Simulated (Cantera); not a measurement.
Feed: 1 mol SiH₂Cl₂, 0.1 mol C₃H₈, 14 mol H₂, at 18.0 mbar.

Points: T (K) = 1000, 1100, 1200, 1300, 1400, 1500, 1600, 1700, 1800, 1900, 2000, 2100, 2200.

Cantera's Mixture.equilibrate('TP', solver="vcs", rtol=1e-11, max_steps=5000) on the NASA tables stopped like this:

```
ERROR: FAILURE its = 5001!

*******************************************************************************
CanteraError thrown by MultiPhase::equilibrate:
VCS solver failed. Return code: -1
*******************************************************************************
```

**Question.** What got this run through?

**Answer.** One answer among several that fit: The failure is numerical, not chemical. The same input converged with solver="gibbs", rtol=1e-10, max_steps=50000, and the result passed a check of the equilibrium conditions:
```
log10 of partial pressures in bar; condensed amounts in mol
       T/K        H2       HCL         H     SiCL2     SiCL4        Si    SiHCL3      SiCL    Si(cr)     Si(L)    SiC(b)
      1000    -1.767    -3.411    -9.528    -4.825    -3.442   -15.751    -3.949   -12.646    0.2495         0       0.3
      1100    -1.774    -3.122    -8.475    -4.161    -3.607   -13.626    -4.090   -10.984    0.3104         0       0.3
      1200    -1.783    -2.941    -7.596    -3.726    -3.974   -11.858    -4.382    -9.659    0.3524         0       0.3
      1300    -1.789    -2.868    -6.850    -3.522    -4.607   -10.364    -4.869    -8.622    0.3594         0       0.3
      1400    -1.790    -2.855    -6.208    -3.449    -5.347    -9.085    -5.432    -7.785    0.3508         0       0.3
      1500    -1.790    -2.857    -5.650    -3.417    -6.045    -7.978    -5.964    -7.076    0.3394         0       0.3
      1600    -1.790    -2.862    -5.160    -3.397    -6.670    -7.011    -6.438    -6.462    0.3283         0       0.3
      1700    -1.790    -2.866    -4.727    -3.388    -7.224    -6.168    -6.861    -5.929         0    0.3212       0.3
      1800    -1.792    -2.850    -4.342    -3.417    -7.711    -5.498    -7.254    -5.515         0    0.3421       0.3
      1900    -1.794    -2.837    -3.998    -3.448    -8.152    -4.899    -7.609    -5.146         0    0.3518    0.2998
      2000    -1.799    -2.829    -3.688    -3.481    -8.557    -4.361    -7.936    -4.818         0     0.334    0.2988
      2100    -1.807    -2.828    -3.410    -3.519    -8.939    -3.875    -8.244    -4.526         0     0.246    0.2946
      2200    -1.822    -2.835    -3.160    -3.575    -9.313    -3.447    -8.553    -4.278         0         0    0.2783
```

The gas is ideal and each condensed phase is pure. Mutual solubility and eutectic melting of coexisting phases are not modelled. The tables' values for SiCl, SiCl3 are old estimates; treat these amounts as uncertain. Gases not in the tables: Si2H6 and higher silanes.
